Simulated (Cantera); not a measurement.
An adiabatic, constant-volume homogeneous reactor starts with CO : H2 : O2 : N2 = 1 : 0.038 : 0.775 : 2.91 (molar parts), at 1748 K and 1.00 bar. Integrator tolerance rtol = 1e-08.

Cantera simulation using GRI-Mech 3.0 (53 species, 325 reactions); the numbers are that mechanism's predictions, not measurements.

### Question
What does this change do: constant pressure in place of constant volume?

### Answer
```
quantity                                                              before                                      after
---------------------------------  -----------------------------------------  -----------------------------------------
time of steepest temperature rise                                    58.8 µs                                    57.0 µs
temperature at 5.00 s                                                 2848 K                                     2746 K
equilibrium temperature                                               2848 K                                     2746 K
x(CO) at 5.00 s                        0.0792 (gas-phase equilibrium 0.0792)      0.0693 (gas-phase equilibrium 0.0693)
x(H2) at 5.00 s                    0.000354 (gas-phase equilibrium 0.000354)  0.000329 (gas-phase equilibrium 0.000329)
x(O2) at 5.00 s                        0.0782 (gas-phase equilibrium 0.0782)      0.0766 (gas-phase equilibrium 0.0766)
x(N2O) at 5.00 s                     1.37e-6 (gas-phase equilibrium 1.37e-6)    9.57e-7 (gas-phase equilibrium 9.57e-7)
x(CO2) at 5.00 s                         0.147 (gas-phase equilibrium 0.147)        0.158 (gas-phase equilibrium 0.158)
```

### Question
What does this change do: pressure from 1.00 bar to 5.00 bar?

### Answer
```csv
quantity,before,after
time of steepest temperature rise,58.8 µs,11.6 µs
temperature at 5.00 s,2848 K,2985 K
equilibrium temperature,2848 K,2985 K
x(CO) at 5.00 s,0.0792 (gas-phase equilibrium 0.0792),0.0670 (gas-phase equilibrium 0.0670)
x(H2) at 5.00 s,0.000354 (gas-phase equilibrium 0.000354),0.000294 (gas-phase equilibrium 0.000294)
x(O2) at 5.00 s,0.0782 (gas-phase equilibrium 0.0782),0.0731 (gas-phase equilibrium 0.0731)
x(N2O) at 5.00 s,1.37e-6 (gas-phase equilibrium 1.37e-6),3.65e-6 (gas-phase equilibrium 3.65e-6)
x(CO2) at 5.00 s,0.147 (gas-phase equilibrium 0.147),0.161 (gas-phase equilibrium 0.161)
```
The hydrogen kinetics of GRI-Mech 3.0 are dated; newer H2 mechanisms differ, most at raised pressure.

### Question
What does this change do: initial temperature 1748 to 1675 K?

### Answer
| quantity | before | after |
|---|---|---|
| time of steepest temperature rise | 58.8 µs | 66.6 µs |
| temperature at 5.00 s | 2848 K | 2831 K |
| equilibrium temperature | 2848 K | 2831 K |
| x(CO) at 5.00 s | 0.0792 (gas-phase equilibrium 0.0792) | 0.0752 (gas-phase equilibrium 0.0752) |
| x(H2) at 5.00 s | 0.000354 (gas-phase equilibrium 0.000354) | 0.000342 (gas-phase equilibrium 0.000342) |
| x(O2) at 5.00 s | 0.0782 (gas-phase equilibrium 0.0782) | 0.0773 (gas-phase equilibrium 0.0773) |
| x(N2O) at 5.00 s | 1.37e-6 (gas-phase equilibrium 1.37e-6) | 1.36e-6 (gas-phase equilibrium 1.36e-6) |
| x(CO2) at 5.00 s | 0.147 (gas-phase equilibrium 0.147) | 0.152 (gas-phase equilibrium 0.152) |
